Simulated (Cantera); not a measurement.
Equilibrium for carbon deposition, reforming and gasification: acetone + CO2 + H2

Charge: 1 mol acetone, 0.43 mol CO2, 59 mol H2, held at 100 Torr.

Method: chemical equilibrium by Gibbs-energy minimisation in Cantera with the NASA 1993 tables (ideal gas, pure condensed phases). Candidate condensed phases: C, C6H6, C7H8, C8H18, H2O; 110 gas species. The feed counts by its element totals alone. Rates play no part.

```
T (K)  log p H2  log p CH4  log p H2O  log p CO  log p H  log p C2H2 (acetylene)  n C(graphite)
-----  --------  ---------  ---------  --------  -------  ----------------------  -------------
575       -0.92      -2.11      -2.37     -8.84     <-12                    <-12              0
725       -0.92      -2.11      -2.38     -4.73     <-12                    <-12              0
875       -0.91      -2.29      -2.80     -2.63   -10.75                  -11.77              0
1025      -0.89      -2.92      -3.89     -2.42    -8.81                   -9.55           1.06
1175      -0.89      -3.50      -4.76     -2.41    -7.36                   -8.08           1.43
1325      -0.89      -3.95      -5.44     -2.41    -6.23                   -6.96           1.52
1475      -0.89      -4.31      -5.98     -2.41    -5.33                   -6.06           1.55
1625      -0.89      -4.61      -6.42     -2.41    -4.60                   -5.34           1.55
1775      -0.89      -4.85      -6.79     -2.41    -3.98                   -4.73           1.55
1925      -0.89      -5.06      -7.10     -2.41    -3.46                   -4.23           1.51
2075      -0.89      -5.24      -7.36     -2.41    -3.02                   -3.80           1.41
2225      -0.90      -5.40      -7.59     -2.41    -2.64                   -3.43           1.21
```
log p: log10 of the partial pressure in bar; n: condensed amount in mol.

From 575 K to 875 K nothing is condensed. From 1025 K to 2225 K the condensed part is C(graphite). The main C-bearing gas is CH4 at 575 K and CO at 2225 K.
